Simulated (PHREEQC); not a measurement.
Copper plating or etch bath (model solution)

A solution holds 0.037 mol Cu(NO3)2 and 6.8e-05 mol NaCl per kg of water, at 25 °C. Closed to the air; pH follows from the charge balance.

All values are PHREEQC results (ion-association model, phreeqc.dat), not measurements.

```json
{
  "pH": "4.44",
  "ionic_strength": "0.111 mol/kgw",
  "specific_conductance": "7170 µS/cm",
  "density": "1.003 g/cm³"
}
```

```tsv
species	molality	activity	log γ
NO3-	0.0740	0.0551	-0.128
Cu+2	0.0369	0.0144	-0.410
Na+	6.80e-5	5.30e-5	-0.108
Cl-	6.55e-5	4.97e-5	-0.120
H+	4.39e-5	3.61e-5	-0.086
Cu2(OH)2+2	1.91e-5	6.91e-6	-0.442
CuOH+	5.22e-6	3.98e-6	-0.118
CuCl+	2.52e-6	1.92e-6	-0.118
Cu(OH)2	2.24e-7	2.30e-7	0.011
```

No solid was allowed to form.
